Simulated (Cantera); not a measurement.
A Cantera script and what it prints.

```python
import numpy as np
import cantera as ct

gas_names = """
    CL CLF CLF3 CL2 F F2 H HCL HF H2 H2F2 H3F3 H4F4 H5F5 H6F6 H7F7 Na NaCL NaF NaH Na2 Na2CL2 Na2F2
""".split()
cond_names = """
    Na(cr) Na(L) NaCL(s) NaCL(L) NaF(s) NaF(L)
""".split()


# ... load() reads the species with a 1 bar reference pressure and builds the phases ...
atoms = {
    'NaCl': {'Na': 1, 'CL': 1},
    'HF': {'H': 1, 'F': 1},
    'H2': {'H': 2},
}
top_T = {}  # K; cautious upper limits of use, not melting points


# ... equilibrate(T, P, feed) seeds the gas with the atoms and calls Mixture.equilibrate('TP', solver="vcs", rtol=1e-11, max_steps=5000) ...
results = []
feed = {'NaCl': 1, 'HF': 0.086, 'H2': 100}  # mol
T = 1325  # K
P = 100000  # Pa
mix = equilibrate(T, P, feed)
results.append((T, P, feed, dict(zip(mix.species_names, mix.species_moles))))
print(gas.report(threshold=1e-05))
for i in range(1, mix.n_phases):
    print(f"{mix.phase(i).name:16s} {mix.phase_moles(i):12.5e} mol")
```

Output:

```
       temperature   1325 K
          pressure   1e+05 Pa
           density   0.023529 kg/m^3
  mean mol. weight   2.5921 kg/kmol
   phase of matter   gas

                          1 kg             1 kmol
                     ---------------   ---------------
          enthalpy        1.1046e+07        2.8633e+07  J
   internal energy        6.7964e+06        1.7617e+07  J
           entropy             68142        1.7663e+05  J/K
    Gibbs function       -7.9242e+07        -2.054e+08  J
 heat capacity c_p             12245             31739  J/K
 heat capacity c_v              9037             23425  J/K

                      mass frac. Y      mole frac. X     chem. pot. / RT
                     ---------------   ---------------   ---------------
               HCL         0.0028217        0.00020061           -41.932
                HF         0.0061502        0.00079684           -55.304
                H2           0.77011           0.99018           -18.259
                Na         0.0012877        0.00014519           -19.377
              NaCL              0.17         0.0075404            -52.18
               NaF        0.00081603        5.0377e-05           -65.552
            Na2CL2          0.048734         0.0010808           -104.36
     [  +16 minor]        7.7967e-05        4.4716e-06

Na(L)             0.00000e+00 mol
NaCL(L)           0.00000e+00 mol
NaF(L)            0.00000e+00 mol
```

Equilibrium computed with Cantera from the NASA thermochemical tables; the gas is ideal and each condensed phase is pure.
